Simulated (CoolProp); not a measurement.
A closed Brayton cycle with carbon dioxide: compressor inlet 311.15 K and 8.8 MPa, high pressure 23.4 MPa, turbine inlet 980 K, compressor efficiency 0.8, turbine efficiency 0.9, recuperator effectiveness 0.8 (on enthalpy, no pinch check). Each further row changes one setting.

Values from CoolProp's reference Helmholtz-energy equation of state, Span 1996.

| case | thermal efficiency (%) | net work (kJ/kg) | compressor to turbine work | compressor exit (K) | turbine exit (K) |
|---|---|---|---|---|---|
| as stated | [?] | 126 | 0.19 | 351.0 | 849.3 |
| turbine inlet 930 K | 31.2 | [?] | [?] | 351.0 | [?] |
| compressor inlet 321.15 K | 31.2 | 108 | 0.30 | [?] | 849.3 |
| high pressure 19.9 MPa | 29.0 | 108 | [?] | [?] | [?] |
| recuperator effectiveness 0.5 | 21.9 | 126 | 0.19 | 351.0 | 849.3 |

Q: What belongs in the gaps?

A: 
- as stated, thermal efficiency (%): 31.8
- turbine inlet 930 K, net work (kJ/kg): 117
- turbine inlet 930 K, compressor to turbine work: 0.20
- turbine inlet 930 K, turbine exit (K): 803.8
- compressor inlet 321.15 K, compressor exit (K): 395.8
- high pressure 19.9 MPa, compressor to turbine work: 0.17
- high pressure 19.9 MPa, compressor exit (K): 343.8
- high pressure 19.9 MPa, turbine exit (K): 870.3
